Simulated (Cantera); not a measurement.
Source: NASA polynomial tables (part measured, part estimated), evaluated in Cantera. Values are per mole of reaction as written; species without (g) are pure solids or liquids, kept so even where they would boil at 1 bar.

Question: Between 548 and 723 K, where is each reaction favourable under standard conditions?
- Pb + 2 HF(g) = 2 H(g) + PbF₂

Answer: 
- Pb + 2 HF(g) = 2 H(g) + PbF₂: ΔG° is 340 kJ at 548 K and 348 kJ at 723 K; it stays positive (K < 1). ΔH° is 321 kJ and ΔS° -37 J/K at 723 K.
